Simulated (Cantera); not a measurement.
A freely propagating, adiabatic, planar premixed flame of C3H8 : O2 : N2 = 1 : 3.57 : 9.64 (molar parts), equivalence ratio 1.4, unburnt at 450 K and 100000 Pa; mixture-averaged transport, grid criteria slope 0.08 and curve 0.16, no radiation.

Detailed kinetics in Cantera: GRI-Mech 3.0 (53 species, 325 reactions). GRI-Mech 3.0 was tuned for natural gas; its chemistry of propane as a main component is partial and can be far from experiment. Burning velocities carry a grid error of a few per cent, more on coarse grids.

Q: How do the results move with these cheaper or finer settings: unity-Lewis-number transport; multicomponent transport; multicomponent+Soret transport; grid criteria slope 0.5, curve 1; grid criteria slope 0.25, curve 0.5; grid criteria slope 0.03, curve 0.06?

A: 
| setting | laminar burning velocity | thermal thickness | peak x(CH4) | peak x(HCN) | grid points |
|---|---|---|---|---|---|
| as above | 110 cm/s | 0.248 mm | 0.00624 | 3.99e-5 | 144 |
| unity-Lewis-number transport | 70.3 cm/s | 0.324 mm | 0.00405 | 4.26e-5 | 138 |
| multicomponent transport | 110 cm/s | 0.252 mm | 0.00630 | 4.00e-5 | 144 |
| multicomponent+Soret transport | 108 cm/s | 0.249 mm | 0.00587 | 3.95e-5 | 144 |
| grid criteria slope 0.5, curve 1 | 119 cm/s | 0.274 mm | 0.00619 | 3.85e-5 | 42 |
| grid criteria slope 0.25, curve 0.5 | 114 cm/s | 0.255 mm | 0.00625 | 3.94e-5 | 65 |
| grid criteria slope 0.03, curve 0.06 | 110 cm/s | 0.244 mm | 0.00621 | 3.94e-5 | 362 |
The base run took about 16 core-seconds (a rough figure).
Unity Lewis numbers drop preferential diffusion, which matters most where H2 and H carry the flame; Soret adds thermal diffusion.
